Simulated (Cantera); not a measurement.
An adiabatic, constant-pressure homogeneous reactor starts with 49.2 % H2, 10.7 % O2, 40.2 % N2, at 1500 K and 0.247 atm.

Cantera simulation using the H2/O2 subset of GRI-Mech 3.0, which has no nitrogen chemistry; the numbers are that mechanism's predictions, not measurements.

Question: Predict: time of steepest temperature rise; temperature at 1.00 s; equilibrium temperature; x(H2) at 1.00 s; x(O2) at 1.00 s; x(H) at 1.00 s; x(H2O) at 1.00 s; x(O) at 1.00 s; x(H2O2) at 1.00 s; x(OH) at 1.00 s.

Answer: 
| Property | Value |
|---|---|
| time of steepest temperature rise | 58.4 µs |
| temperature at 1.00 s | 2641 K |
| equilibrium temperature | 2641 K |
| x(H2) at 1.00 s | 0.284 (gas-phase equilibrium 0.284) |
| x(O2) at 1.00 s | 0.000317 (gas-phase equilibrium 0.000317) |
| x(H) at 1.00 s | 0.0486 (gas-phase equilibrium 0.0486) |
| x(H2O) at 1.00 s | 0.221 (gas-phase equilibrium 0.221) |
| x(O) at 1.00 s | 0.00100 (gas-phase equilibrium 0.00100) |
| x(H2O2) at 1.00 s | 1.85e-8 (gas-phase equilibrium 1.85e-8) |
| x(OH) at 1.00 s | 0.00912 (gas-phase equilibrium 0.00912) |
